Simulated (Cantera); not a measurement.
## Hydrocarbon pyrolysis for carbon deposition

An isothermal, constant-pressure homogeneous reactor starts with C₂H₆ : N₂ = 1 : 20 (molar parts), at 1525 K and 0.550 bar.

Detailed kinetics in Cantera: GRI-Mech 3.0 (53 species, 325 reactions). GRI-Mech 3.0 stops at C3 and has no aromatics, soot or wall deposition, so with more carbon than oxygen in the feed, carbon stays in small species such as C2H2 where larger ones or solid carbon would form.

```csv
t (s),x C₂H₆,x H₂,x CH₃,x CH₂,x CH₄,x C₂H₄
6.00e-6,0.0474,1.19e-5,0.000387,3.69e-8,1.66e-5,1.34e-5
2.00e-5,0.0464,0.000392,0.00106,6.25e-7,0.000165,0.000414
6.65e-5,0.0401,0.00486,0.00185,2.02e-6,0.00128,0.00514
0.000221,0.0218,0.0199,0.00147,1.81e-6,0.00564,0.0187
0.000736,0.00263,0.0428,0.000489,5.32e-7,0.0119,0.0240
0.00245,9.64e-5,0.0558,9.59e-5,2.95e-8,0.0128,0.0141
0.00815,7.39e-6,0.0619,3.08e-5,3.15e-9,0.0128,0.00761
0.0271,4.20e-6,0.0670,2.54e-5,2.14e-9,0.0126,0.00226
0.0903,3.85e-6,0.0692,2.49e-5,2.10e-9,0.0123,0.000369
0.300,3.32e-6,0.0705,2.32e-5,1.97e-9,0.0114,0.000352
1.00,2.17e-6,0.0737,1.88e-5,1.63e-9,0.00912,0.000366
```
x: mole fraction; the columns are a selection and need not sum to one.

Equilibrium at this temperature and pressure: C₂H₆ 5.11e-8, H₂ 0.0853, CH₃ 2.40e-6, CH₂ 2.26e-10, CH₄ 0.00108, C₂H₄ 0.000152 (gas phase only).
